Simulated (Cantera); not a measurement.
An isothermal, constant-pressure homogeneous reactor starts with H₂ : O₂ : N₂ = 0.02 : 1 : 4.4 (molar parts), equivalence ratio 0.010, at 1323 K and 0.00987 atm.

Cantera simulation using GRI-Mech 3.0 (53 species, 325 reactions); the numbers are that mechanism's predictions, not measurements. Radical loss at walls, strong at low pressure, is not modelled.

x: mole fraction; the columns are a selection and need not sum to one.

```
t (s)        x H₂   x O₂      x NO     x HO₂     x NO₂     x H₂O
--------  -------  -----  --------  --------  --------  --------
4.00e-6   0.00369  0.185    <1e-12  1.54e-11    <1e-12    <1e-12
1.35e-5   0.00369  0.185    <1e-12  5.21e-11    <1e-12    <1e-12
4.56e-5   0.00369  0.185    <1e-12  1.76e-10    <1e-12    <1e-12
0.000154  0.00369  0.185    <1e-12  5.94e-10    <1e-12  1.05e-11
0.000520  0.00369  0.185    <1e-12       ___    <1e-12  2.75e-10
0.00175   0.00369  0.185    <1e-12       ___    <1e-12   5.88e-9
0.00592   0.00369  0.185    <1e-12       ___    <1e-12   2.80e-7
0.0200    0.00176  0.183  5.97e-11       ___    <1e-12   0.00148
0.0675    2.74e-5  0.181   5.38e-9   1.40e-7    <1e-12   0.00336
0.228     2.49e-5  0.181   2.41e-8   1.35e-7  1.01e-12   0.00338
0.770     1.84e-5  0.182   7.15e-8       ___  3.45e-12   0.00345
2.60      8.31e-6  0.182   1.41e-7       ___  9.76e-12   0.00356
8.77      1.83e-6  0.183   2.00e-7       ___  2.47e-11   0.00364
29.6      2.64e-7  0.183   2.32e-7       ___  4.87e-11   0.00368
100       4.14e-8  0.183   2.44e-7       ___  9.67e-11   0.00369
```

Task: Some entries are withheld; supply them.

Result: 
- 0.000520, x HO₂: 2.01e-9
- 0.00175, x HO₂: 6.76e-9
- 0.00592, x HO₂: 2.29e-8
- 0.0200, x HO₂: 2.11e-7
- 0.770, x HO₂: 1.17e-7
- 2.60, x HO₂: 7.87e-8
- 8.77, x HO₂: 3.18e-8
- 29.6, x HO₂: 7.95e-9
- 100, x HO₂: 2.65e-9
